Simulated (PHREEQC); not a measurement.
Dissolve 0.0026 mol/kgw H3BO3 and 3.9e-06 mol/kgw NaOH at 45 °C. Closed to the air; pH follows from the charge balance.

All values are PHREEQC results (ion-association model, phreeqc.dat), not measurements.

No solid was allowed to form.

Task: Estimate the pH, ionic strength.

Result: pH 6.31; ionic strength 4.39e-6 mol/kgw.

Complexes and solids missing from the database can't appear. At this temperature some constants are extrapolated from 25 °C, and those without enthalpy data are left unchanged.
